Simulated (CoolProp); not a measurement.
The numbers come from the reference Helmholtz-energy equation of state, de Reuck 1993 in CoolProp.

Task: For methanol, give the phase and the Joule-Thomson coefficient (K/MPa), viscosity (µPa s), Prandtl number at 477.4 K and 40100 kPa; 412.9 K and 18.3 kPa; 233.4 K and 47400 kPa.

Result: 
- 477.4 K and 40100 kPa: liquid; Joule-Thomson coefficient -0.0461, viscosity 129, Prandtl number 2.76
- 412.9 K and 18.3 kPa: gas; Joule-Thomson coefficient 34.4, viscosity 13.5, Prandtl number 0.828
- 233.4 K and 47400 kPa: liquid; Joule-Thomson coefficient -0.393, viscosity 2300, Prandtl number 22.4

Viscosity comes from a separate model (Xiang 2006). Thermal conductivity comes from a separate model (Sykioti 2013).
